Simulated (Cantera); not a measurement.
Input (Python, Cantera):

```python
import numpy as np
import cantera as ct

surf = ct.Interface("ptcombust.yaml", "Pt_surf")
gas = surf.adjacent["gas"]
gas.TPX = 1000, 500000, {'CO': 0.013, 'O2': 0.16, 'N2': 0.79}
surf.TP = 1000, 500000
reactor = ct.FlowReactor(gas, clone=False)
reactor.area = 0.0001  # m2
reactor.surface_area_to_volume_ratio = 280  # 1/m
reactor.mass_flow_rate = 1.5 * reactor.area * gas.density  # inlet velocity 1.5 m/s
reactor.energy_enabled = False
wall = ct.ReactorSurface(surf, reactor, clone=False)
net = ct.ReactorNet([reactor])
net.rtol, net.atol = 1e-8, 1e-16
show, cover = ['CO', 'O2', 'H2O', 'CO2'], ['PT(S)', 'H(S)', 'O(S)', 'OH(S)', 'CO(S)', 'C(S)']

rows = []
print(f"{'z/m':>9s}{'u/(m/s)':>9s}" + "".join(f"{s:>13s}" for s in show + cover))
for z in [0.00051, 0.00098, 0.0019, 0.0037, 0.0071, 0.014, 0.026, 0.051]:
    net.advance(z)
    rows.append([reactor.speed, *gas[show].X, *surf[cover].coverages])
    print(f"{z:9.4g}{rows[-1][0]:9.3g}" + "".join(f"{x:13.4e}" for x in rows[-1][1:]))
```

Output:

```
      z/m  u/(m/s)           CO           O2          H2O          CO2        PT(S)         H(S)         O(S)        OH(S)        CO(S)         C(S)
  0.00051     1.49   4.0702e-03   1.6219e-01   9.0965e-26   9.4934e-03   1.3169e-01  -1.2587e-25   8.6642e-01   7.5641e-21   1.8832e-03   3.6125e-14
  0.00098     1.49   2.5412e-03   1.6155e-01   3.9713e-26   1.1033e-02   1.2039e-01   4.6455e-25   8.7864e-01   5.1776e-21   9.7003e-04   1.6774e-14
   0.0019     1.49   1.1511e-03   1.6096e-01   8.7174e-27   1.2432e-02   1.1272e-01  -3.2041e-22   8.8689e-01   1.1429e-18   3.8199e-04   6.1274e-15
   0.0037     1.49   2.8233e-04   1.6060e-01  -1.0178e-27   1.3307e-02   1.0876e-01  -2.5223e-25   8.9115e-01  -3.2518e-21   8.6832e-05   1.3374e-15
   0.0071     1.49   2.2043e-05   1.6049e-01  -5.5330e-30   1.3569e-02   1.0767e-01  -1.7058e-25   8.9233e-01  -2.2720e-21   6.6362e-06   1.0106e-16
    0.014     1.49   1.2949e-07   1.6048e-01   3.0393e-31   1.3591e-02   1.0758e-01  -2.7039e-25   8.9242e-01  -3.6053e-21   3.8915e-08   5.9204e-19
    0.026     1.49   1.7117e-11   1.6048e-01   2.5319e-33   1.3591e-02   1.0758e-01  -4.4999e-25   8.9242e-01  -6.0000e-21   5.1438e-12   7.8256e-23
    0.051     1.49  -5.7653e-17   1.6048e-01   2.2062e-33   1.3591e-02   1.0758e-01  -8.1630e-25   8.9242e-01  -1.0884e-20  -8.8567e-28   2.3821e-31
```

Cantera simulation using Deutschmann's 1995 Pt surface mechanism with GRI-Mech 3.0 gas chemistry; the numbers are that mechanism's predictions, not measurements. Catalytic surfaces can have several steady states; this one follows from the mechanism file's or the stated starting coverage. Mass transfer to the wall is taken as infinitely fast.
